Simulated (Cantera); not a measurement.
## Premixed flame

A freely propagating, adiabatic, planar premixed flame of CH4 : O2 : N2 = 1 : 2.6 : 7.52 (molar parts), unburnt at 400 K and 8.20 bar; mixture-averaged transport, grid criteria slope 0.08 and curve 0.16, no radiation.

Cantera simulation using GRI-Mech 3.0 (53 species, 325 reactions); the numbers are that mechanism's predictions, not measurements. Burning velocities carry a grid error of a few per cent, more on coarse grids.

| z (mm) | T (K) | u (m/s) | x CH4 | x O2 | x N2O | x NO2 | x NO | x CH3 |
|---|---|---|---|---|---|---|---|---|
| -0.234 | 400 | 0.319 | 0.0899 | 0.234 | <1e-8 | <1e-8 | <1e-8 | <1e-8 |
| -0.156 | 406 | 0.324 | 0.0894 | 0.233 | <1e-8 | 1.22e-8 | <1e-8 | 2.02e-8 |
| -0.117 | 426 | 0.340 | 0.0881 | 0.232 | <1e-8 | 6.23e-8 | 1.29e-8 | 8.89e-8 |
| -0.0781 | 541 | 0.434 | 0.0811 | 0.223 | 2.31e-8 | 4.33e-7 | 1.32e-7 | 1.03e-6 |
| -0.0390 | 1036 | 0.840 | 0.0524 | 0.178 | 1.97e-7 | 1.27e-6 | 2.17e-6 | 9.01e-5 |
| -0.0195 | 1472 | 1.20 | 0.0266 | 0.134 | 4.37e-7 | 5.93e-7 | 5.88e-6 | 0.000714 |
| 0 | 1883 | 1.53 | 0.00454 | 0.0883 | 8.24e-7 | 8.55e-8 | 1.10e-5 | 0.000934 |
| 0.0195 | 2061 | 1.67 | 0.000136 | 0.0668 | 1.31e-6 | 5.22e-8 | 1.67e-5 | 5.48e-5 |
| 0.0390 | 2137 | 1.72 | 2.55e-6 | 0.0605 | 1.61e-6 | 6.50e-8 | 2.14e-5 | 1.25e-6 |
| 0.0781 | 2210 | 1.77 | <1e-8 | 0.0566 | 1.68e-6 | 7.71e-8 | 2.82e-5 | <1e-8 |
| 0.156 | 2255 | 1.80 | <1e-8 | 0.0548 | 1.33e-6 | 7.76e-8 | 3.72e-5 | <1e-8 |
| 0.312 | 2270 | 1.81 | <1e-8 | 0.0543 | 1.03e-6 | 8.72e-8 | 5.04e-5 | <1e-8 |
| 0.625 | 2271 | 1.81 | <1e-8 | 0.0542 | 9.81e-7 | 1.26e-7 | 7.49e-5 | <1e-8 |
x: mole fraction of selected species; z is measured from the peak of heat release.

```yaml
laminar_burning_velocity: 31.9 cm/s
thermal_thickness: 0.0781 mm
peak x(CH3): 0.00121
grid_points: 141
```
